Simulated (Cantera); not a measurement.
## Fluorocarbon and chlorocarbon gases: CCl₄ + F₂ + H₂

Feed: 1 mol CCl₄, 1.1 mol F₂, a varied amount of H₂, at 1123.15 K and 10.0 mbar.

Equilibrium computed with Cantera from the NASA thermochemical tables; the gas is ideal and each condensed phase is pure. Candidate condensed phases: C, C₆H₆, C₇H₈, C₈H₁₈; 118 gas species. Gases not in the tables: C₂F₆ and larger saturated fluorocarbons. The numbers say what is thermodynamically allowed, not how fast it happens.

```tsv
n(H₂) (mol)	x Cl₂	x HCl	x HF	x CF₄	x Cl	x CClF₃	n C(graphite)
0.28	0.617	0.120	0.0737	0.163	0.0158	0.0105	0.495
0.34	0.590	0.141	0.0879	0.155	0.0154	0.00989	0.507
0.41	0.560	0.165	0.104	0.147	0.0150	0.00924	0.521
0.49	0.528	0.190	0.121	0.138	0.0146	0.00854	0.538
0.6	0.487	0.221	0.144	0.125	0.0140	0.00766	0.561
0.72	0.446	0.253	0.167	0.113	0.0134	0.00679	0.587
0.87	0.400	0.287	0.194	0.0991	0.0127	0.00582	0.619
1.1	0.339	0.333	0.232	0.0797	0.0117	0.00454	0.671
1.3	0.292	0.367	0.261	0.0648	0.0109	0.00361	0.716
1.5	0.251	0.397	0.287	0.0514	0.0101	0.00282	0.762
1.9	0.181	0.449	0.331	0.0289	0.00854	0.00155	0.851
2.3	0.121	0.498	0.361	0.0119	0.00697	0.000653	0.932
```
x: gas mole fraction; n: condensed amount in mol.

From 0.28 mol H₂ to 2.3 mol H₂ the condensed part is C(graphite). The main C-bearing gas is CF₄ throughout. The share of C in condensed phases is highest at 2.3 mol H₂ (93.2 %) and lowest at 0.28 mol H₂ (49.5 %).
